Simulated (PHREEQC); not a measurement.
Consider water at 25 °C with 0.00024 mol ZnCl2, 9.1e-06 mol NaOH and 0.00029 mol HCl per kg of water. Closed to the air; pH follows from the charge balance.

Equilibrium calculation in PHREEQC: ion-association model, phreeqc.dat.

- pH: 3.57
- ionic strength: 0.00101 mol/kgw
- specific conductance: 178 µS/cm
- total alkalinity: -0.281 meq/kg

```json
[
 {"species": "Cl-", "molality": "0.000770", "activity": "0.000742", "log γ": "-0.016"},
 {"species": "H+", "molality": "0.000281", "activity": "0.000271", "log γ": "-0.015"},
 {"species": "Zn+2", "molality": "0.000240", "activity": "0.000208", "log γ": "-0.062"},
 {"species": "Na+", "molality": "9.10e-6", "activity": "8.78e-6", "log γ": "-0.015"},
 {"species": "ZnCl+", "molality": "4.31e-7", "activity": "4.15e-7", "log γ": "-0.016"}
]
```

Precipitation was switched off in this run.
